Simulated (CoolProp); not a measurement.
Saturation properties of R125 (Tc = 339.2 K, pc = 36.18 bar, ω = 0.305).

Model: reference Helmholtz-energy equation of state, Lemmon 2005, in CoolProp.

```json
[
 {"T (K)": "232.9", "p (bar)": "1.466", "enthalpy of vaporisation (kJ/kg)": "159.7", "liquid cp (kJ/(kg K))": "[?]", "liquid conductivity (mW/(m K))": "87.7"},
 {"T (K)": "236.1", "p (bar)": "1.691", "enthalpy of vaporisation (kJ/kg)": "157.9", "liquid cp (kJ/(kg K))": "[?]", "liquid conductivity (mW/(m K))": "86.2"},
 {"T (K)": "239.2", "p (bar)": "1.934", "enthalpy of vaporisation (kJ/kg)": "156.1", "liquid cp (kJ/(kg K))": "1.147", "liquid conductivity (mW/(m K))": "84.8"},
 {"T (K)": "242.4", "p (bar)": "2.211", "enthalpy of vaporisation (kJ/kg)": "154.2", "liquid cp (kJ/(kg K))": "1.155", "liquid conductivity (mW/(m K))": "83.3"},
 {"T (K)": "245.5", "p (bar)": "2.509", "enthalpy of vaporisation (kJ/kg)": "152.3", "liquid cp (kJ/(kg K))": "1.163", "liquid conductivity (mW/(m K))": "82.0"},
 {"T (K)": "248.6", "p (bar)": "2.836", "enthalpy of vaporisation (kJ/kg)": "150.3", "liquid cp (kJ/(kg K))": "1.171", "liquid conductivity (mW/(m K))": "80.6"},
 {"T (K)": "251.8", "p (bar)": "3.206", "enthalpy of vaporisation (kJ/kg)": "148.3", "liquid cp (kJ/(kg K))": "1.180", "liquid conductivity (mW/(m K))": "79.1"},
 {"T (K)": "254.9", "p (bar)": "[?]", "enthalpy of vaporisation (kJ/kg)": "146.3", "liquid cp (kJ/(kg K))": "1.189", "liquid conductivity (mW/(m K))": "[?]"},
 {"T (K)": "258.1", "p (bar)": "4.043", "enthalpy of vaporisation (kJ/kg)": "144.1", "liquid cp (kJ/(kg K))": "1.199", "liquid conductivity (mW/(m K))": "76.3"},
 {"T (K)": "261.2", "p (bar)": "[?]", "enthalpy of vaporisation (kJ/kg)": "142.0", "liquid cp (kJ/(kg K))": "1.209", "liquid conductivity (mW/(m K))": "75.0"},
 {"T (K)": "264.4", "p (bar)": "5.035", "enthalpy of vaporisation (kJ/kg)": "139.7", "liquid cp (kJ/(kg K))": "1.221", "liquid conductivity (mW/(m K))": "73.6"},
 {"T (K)": "267.5", "p (bar)": "5.586", "enthalpy of vaporisation (kJ/kg)": "137.4", "liquid cp (kJ/(kg K))": "1.232", "liquid conductivity (mW/(m K))": "72.3"},
 {"T (K)": "270.7", "p (bar)": "6.201", "enthalpy of vaporisation (kJ/kg)": "135.0", "liquid cp (kJ/(kg K))": "1.245", "liquid conductivity (mW/(m K))": "70.9"},
 {"T (K)": "273.8", "p (bar)": "6.844", "enthalpy of vaporisation (kJ/kg)": "132.6", "liquid cp (kJ/(kg K))": "1.258", "liquid conductivity (mW/(m K))": "69.6"},
 {"T (K)": "277", "p (bar)": "7.559", "enthalpy of vaporisation (kJ/kg)": "[?]", "liquid cp (kJ/(kg K))": "1.272", "liquid conductivity (mW/(m K))": "68.2"}
]
```

Task: Complete the blanks.

Result: 
- 232.9, liquid cp (kJ/(kg K)): 1.132
- 236.1, liquid cp (kJ/(kg K)): 1.139
- 254.9, p (bar): 3.600
- 254.9, liquid conductivity (mW/(m K)): 77.8
- 261.2, p (bar): 4.511
- 277, enthalpy of vaporisation (kJ/kg): 130.1

It boils at 225.1 K under 1 atm.

Thermal conductivity comes from a separate model (Perkins 2006).
